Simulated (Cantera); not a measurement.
An isothermal, constant-pressure homogeneous reactor starts with CH₄ : N₂ = 1 : 3.5 (molar parts), at 2000 K and 0.454 atm. Integrator tolerance rtol = 1e-08.

Model: GRI-Mech 3.0 (53 species, 325 reactions), integrated in Cantera. GRI-Mech 3.0 stops at C3 and has no aromatics, soot or wall deposition, so with more carbon than oxygen in the feed, carbon stays in small species such as C2H2 where larger ones or solid carbon would form.

Question: What does this change do: N2 3.5 to 0.53 parts?

Answer: 
| quantity | before | after |
|---|---|---|
| x(CH₄) at 100 s | 0.000287 (gas-phase equilibrium 0.000196) | 0.00140 (gas-phase equilibrium 0.00121) |
| x(C₂H) at 100 s | 7.41e-6 (gas-phase equilibrium 3.37e-6) | 1.14e-5 (gas-phase equilibrium 8.51e-6) |
| x(CH₂) at 100 s | 1.57e-7 (gas-phase equilibrium 1.07e-7) | 3.52e-7 (gas-phase equilibrium 3.05e-7) |
| x(C₂H₆) at 100 s | 4.46e-9 (gas-phase equilibrium 2.06e-9) | 4.81e-8 (gas-phase equilibrium 3.61e-8) |
| x(C₂H₂) at 100 s | 0.0856 (gas-phase equilibrium 0.0389) | 0.193 (gas-phase equilibrium 0.145) |
| x(H) at 100 s | 0.00126 (gas-phase equilibrium 0.00126) | 0.00186 (gas-phase equilibrium 0.00186) |
